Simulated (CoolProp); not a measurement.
Vapour-liquid equilibrium of R22 (1) + R115 (2) at -40.65 °C; x and y are mole fractions of (1).

Model: multi-fluid Helmholtz-energy mixture model, Kamei 1995 and Lemmon 2016; pair parameters Bell 2016, in CoolProp.

Q: Give the bubble pressure and the first vapour's composition at x = 0.2, 0.35, 0.95. Is there an azeotrope?

A: x = 0.2: 118.6 kPa, y = 0.314; x = 0.35: 123.2 kPa, y = 0.406; x = 0.95: 106.0 kPa, y = 0.917. y crosses x between x = 0.35 and 0.5: the model has an azeotrope there.

The pair parameters rest on a limited set of measurements; away from them the model extrapolates.
